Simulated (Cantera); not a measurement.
Feed: 1 mol Fe(CO)₅, 3.7 mol H₂, 17 mol N₂, held at 10.0 mbar.

These are equilibrium values from Cantera (NASA tables, ideal gas, pure condensed phases), not measurements of a reactor. Candidate condensed phases: C, C₆H₆, C₇H₈, C₈H₁₈, Fe, Fe(CO)₅, FeO, Fe(OH)₂, Fe(OH)₃, Fe₂O₃, Fe₃O₄, H₂O; 140 gas species. Equilibrium is a limit: real reactors are often held back by kinetics, nucleation or transport.

At 1175 K, list the 6 most abundant gas species with their mole fractions, and the condensed phases.

N₂ 0.661, CO 0.195, H₂ 0.144, HCN 1.67e-5, CO₂ 1.06e-5, H₂O 1.00e-5. Condensed: Fe(α).
